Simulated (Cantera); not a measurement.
A Cantera script and what it prints.

```python
import numpy as np
import cantera as ct

gas_names = """
    H HO2 H2 H2O H2O2 O OH O2 O3 V VO VO2
""".split()
cond_names = """
    H2O(s) H2O(L) V(cr) V(L) VO(s) VO(L) V2O3(s) V2O3(L) V2O4(I) V2O4(II) V2O4(L) V2O5(s) V2O5(L)
""".split()


# ... load() reads the species with a 1 bar reference pressure and builds the phases ...
atoms = {
    'V2O5': {'V': 2, 'O': 5},
    'H2': {'H': 2},
    'H2O': {'H': 2, 'O': 1},
}
top_T = {}  # K; cautious upper limits of use, not melting points


# ... equilibrate(T, P, feed) seeds the gas with the atoms and calls Mixture.equilibrate('TP', solver="vcs", rtol=1e-11, max_steps=5000) ...
results = []
feed = {'V2O5': 1, 'H2': 880, 'H2O': 0.035}  # mol
T = 1248.15  # K
P = 520  # Pa
mix = equilibrate(T, P, feed)
results.append((T, P, feed, dict(zip(mix.species_names, mix.species_moles))))
print(gas.report(threshold=1e-06))
for i in range(1, mix.n_phases):
    print(f"{mix.phase(i).name:16s} {mix.phase_moles(i):12.5e} mol")
```

Output:

```
       temperature   1248.2 K
          pressure   520 Pa
           density   0.00010287 kg/m^3
  mean mol. weight   2.053 kg/kmol
   phase of matter   gas

                          1 kg             1 kmol
                     ---------------   ---------------
          enthalpy         1.353e+07        2.7776e+07  J
   internal energy        8.4748e+06        1.7399e+07  J
           entropy        1.0573e+05        2.1707e+05  J/K
    Gibbs function       -1.1844e+08       -2.4316e+08  J
 heat capacity c_p             15262             31333  J/K
 heat capacity c_v             11212             23018  J/K

                      mass frac. Y      mole frac. X     chem. pot. / RT
                     ---------------   ---------------   ---------------
                 H        3.1843e-06        6.4855e-06           -11.673
                H2           0.97971           0.99768           -23.346
               H2O          0.020291         0.0023124           -60.233
     [   +9 minor]        2.3365e-09        1.8017e-10

V(cr)             0.00000e+00 mol
VO(s)             0.00000e+00 mol
V2O3(s)           1.00000e+00 mol
V2O4(II)          0.00000e+00 mol
V2O5(L)           0.00000e+00 mol
```

Equilibrium computed with Cantera from the NASA thermochemical tables; the gas is ideal and each condensed phase is pure. Condensed phases not in the tables: the oxides between V2O3 and V2O5 other than VO2.
